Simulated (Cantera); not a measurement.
**Stirred combustor or abatement burner**

A perfectly stirred reactor is fed with 4.21 % CH₄, 17.5 % O₂, 66.0 % N₂, 12.2 % H₂O, at 2.50 bar; it is adiabatic with a 600 K inlet, and is followed from long to short residence time, starting on the burning branch (τ in s: 0.43, 0.14, 0.046, 0.015, 0.0048, 0.0016, 0.00051, 0.00017, 5.5e-05, 1.8e-05).

Computed with Cantera and GRI-Mech 3.0 (53 species, 325 reactions).

```csv
τ (s),T (K),x CH₄,x O₂,x H₂O,x C₂H₄,x HCN
0.43,1537,7.96e-6,0.0913,0.206,6.62e-9,2.83e-10
0.14,1536,1.72e-5,0.0913,0.206,2.58e-8,5.41e-10
0.046,1534,3.69e-5,0.0915,0.206,9.11e-8,1.05e-9
0.015,1528,8.17e-5,0.0918,0.206,3.10e-7,1.95e-9
0.0048,1515,0.000199,0.0926,0.205,1.15e-6,3.43e-9
0.0016,600,0.0421,0.175,0.122,<1e-12,<1e-12
0.00051,600,0.0421,0.175,0.122,<1e-12,<1e-12
0.00017,600,0.0421,0.175,0.122,<1e-12,<1e-12
5.5e-5,600,0.0421,0.175,0.122,<1e-12,<1e-12
1.8e-5,600,0.0421,0.175,0.122,<1e-12,<1e-12
```
x: mole fraction; the columns are a selection and need not sum to one.
